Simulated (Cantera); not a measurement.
# Adiabatic ignition

An adiabatic, constant-volume homogeneous reactor starts with 6.28 % C₃H₈, 19.6 % O₂, 74.1 % N₂, at 1498 K and 165 Torr.

Computed with Cantera and GRI-Mech 3.0 (53 species, 325 reactions). GRI-Mech 3.0 was tuned for natural gas; its chemistry of propane as a main component is partial and can be far from experiment.

```csv
t (s),T (K),P (bar),x C₃H₈,x O₂,x O,x CH₄,x N₂O,x HCO,x NO₂
3.00e-6,1496,0.220,0.0626,0.196,8.65e-7,1.07e-6,1.69e-12,3.14e-10,<1e-12
8.50e-6,1492,0.219,0.0620,0.196,1.94e-6,1.01e-5,2.60e-11,1.02e-8,<1e-12
2.41e-5,1483,0.219,0.0598,0.195,3.50e-6,0.000100,2.11e-10,3.17e-7,<1e-12
6.82e-5,1474,0.219,0.0518,0.190,6.58e-6,0.000857,6.41e-10,3.18e-6,<1e-12
0.000193,1652,0.262,0.0105,0.145,0.000116,0.00726,6.97e-9,0.000140,1.17e-10
0.000548,2849,0.510,<1e-12,0.00285,0.00446,<1e-12,1.18e-7,2.04e-7,5.82e-8
0.00155,2826,0.507,<1e-12,0.00282,0.00450,<1e-12,1.19e-7,1.99e-7,1.40e-7
0.00440,2822,0.506,<1e-12,0.00271,0.00435,<1e-12,1.31e-7,1.99e-7,1.97e-7
0.0125,2822,0.506,<1e-12,0.00270,0.00434,<1e-12,1.32e-7,1.98e-7,2.01e-7
0.0353,2822,0.506,<1e-12,0.00270,0.00434,<1e-12,1.32e-7,1.98e-7,2.01e-7
0.100,2822,0.506,<1e-12,0.00270,0.00434,<1e-12,1.32e-7,1.98e-7,2.01e-7
```
x: mole fraction; the columns are a selection and need not sum to one.

```json
{
  "time_of_steepest_temperature_rise": "0.222 ms",
  "temperature at 0.100 s": "2822 K",
  "equilibrium_temperature": "2822 K",
  "x(C₃H₈) at 0.100 s": "<1e-12 (gas-phase equilibrium <1e-12)",
  "x(O₂) at 0.100 s": "0.00270 (gas-phase equilibrium 0.00270)",
  "x(O) at 0.100 s": "0.00434 (gas-phase equilibrium 0.00434)"
}
```
